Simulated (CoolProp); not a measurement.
Properties of propane along the isobar 0.988 MPa (Tc = 369.9 K, pc = 4.251 MPa, ω = 0.152).

Computed with CoolProp (reference Helmholtz-energy equation of state, Lemmon 2009).

```tsv
T (K)	phase	density (kg/m³)	cv (kJ/(kg K))	Joule-Thomson coefficient (K/MPa)	expansivity (1/kK)	Prandtl number	fugacity coefficient
293.1	liquid	500.6	1.646	___	3.130	2.83	0.7321
300.5	gas	21.29	1.587	21.18	6.376	0.880	0.8483
307.9	gas	20.36	1.607	19.08	5.786	0.856	0.8598
315.3	gas	19.54	1.629	17.33	5.324	0.837	0.8702
322.7	gas	18.81	1.654	15.84	4.950	0.823	0.8795
330.1	gas	18.16	1.680	14.55	4.640	0.811	0.8879
337.5	gas	17.56	1.707	13.42	4.376	0.802	0.8956
344.9	gas	17.02	1.735	12.42	___	0.794	___
352.3	gas	16.51	1.764	11.54	3.951	0.787	0.9089
359.7	gas	16.05	1.793	10.75	3.777	0.782	0.9147
367.1	gas	15.62	1.823	10.04	3.621	0.777	0.9201
```

Q: Some entries are withheld; supply them.

A: 
- 293.1, Joule-Thomson coefficient (K/MPa): -0.06205
- 344.9, expansivity (1/kK): 4.150
- 344.9, fugacity coefficient: 0.9025

Viscosity comes from a separate model (Vogel 1998). Thermal conductivity comes from a separate model (Marsh 2002).
